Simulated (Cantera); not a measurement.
Equilibrium for calcination and drying: LiOH + O₂ + H₂

A closed system holds: 1 mol LiOH, 0.21 mol O₂, 2.8 mol H₂, equilibrated at 1173.15 K and 1 atm.

These are equilibrium values from Cantera (NASA tables, ideal gas, pure condensed phases), not measurements of a reactor. Candidate condensed phases: H₂O, Li, LiH, LiOH, Li₂O; 17 gas species. Rates play no part.

```
Item                                 Result
--------------------------------  ---------
x(H₂)                                 0.721
x(H₂O)                                0.279
x(LiOH)                            0.000294
x(Li₂(OH)₂)                         2.77e-5
n(Li₂O(s))                        0.499 mol
gas amount                        3.300 mol
log10 activity of Li(l) (absent)      -5.56
```
